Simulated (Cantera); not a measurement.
Input: 1 mol Fe, 0.018 mol H2O, 260 mol H2, at 1548.15 K and 13.3 mbar.

Cantera equilibrium calculation (NASA polynomials, part measured and part estimated; ideal gas, pure solids and liquids). Candidate condensed phases: Fe, FeO, Fe(OH)2, Fe(OH)3, Fe2O3, Fe3O4, H2O; 12 gas species. Equilibrium is a limit: real reactors are often held back by kinetics, nucleation or transport.

Base state: H2 1.000, H 0.000267, H2O 6.92e-5, Fe 3.03e-5 (mole fractions); condensed: Fe(γ).

Q: What changes in the equilibrium state with this change: Fe replaced by Ti?

A: 
```
species        before     after
-----------  --------  --------
H2              1.000     1.000
H            0.000267  0.000267
H2O           6.92e-5   1.15e-8
Fe            3.03e-5         0
Fe(γ), mol      0.992         0
Ti(β), mol          0     0.982
TiO(s), mol         0    0.0180
```
Mutual solubility and eutectic melting of coexisting phases are not modelled. TiO: taken at fixed stoichiometry. Condensed phases not in the tables: N, O or C dissolved in the metal. Further candidate phases: Ti, TiO, TiO2, Ti2O3, Ti3O5, Ti4O7.
